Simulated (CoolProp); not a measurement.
Vapour-liquid equilibrium of propylene (1) + R22 (2) at 148 kPa; x and y are mole fractions of (1).

The numbers come from the multi-fluid Helmholtz-energy mixture model, Lemmon 2013 and Kamei 1995; pair parameters Bell 2016 in CoolProp.

| x | bubble temperature, mixture model (°C) | bubble temperature, Raoult's law (°C) | y, mixture model | y, Raoult's law |
|---|---|---|---|---|
| 0.05 | -33.4 | -32.7 | 0.087 | 0.064 |
| 0.15 | -35.0 | -33.4 | 0.231 | 0.188 |
| 0.25 | -36.2 | -34.1 | 0.345 | 0.304 |
| 0.35 | -37.2 | -34.8 | 0.442 | 0.415 |
| 0.45 | -37.9 | -35.5 | 0.528 | 0.519 |
| 0.55 | -38.4 | -36.1 | 0.607 | 0.618 |
| 0.65 | -38.8 | -36.7 | 0.685 | 0.711 |
| 0.75 | -39.0 | -37.4 | 0.765 | 0.800 |
| 0.85 | -39.1 | -38.0 | 0.850 | 0.883 |
| 0.95 | -39.0 | -38.6 | 0.946 | 0.962 |

The largest gap from Raoult's law is -2.4 K in bubble temperature, at x = 0.45. y crosses x between x = 0.85 and 0.95: the model has an azeotrope there.

Pair parameters are fitted to limited data, so mixtures are less certain than the pure fluids.
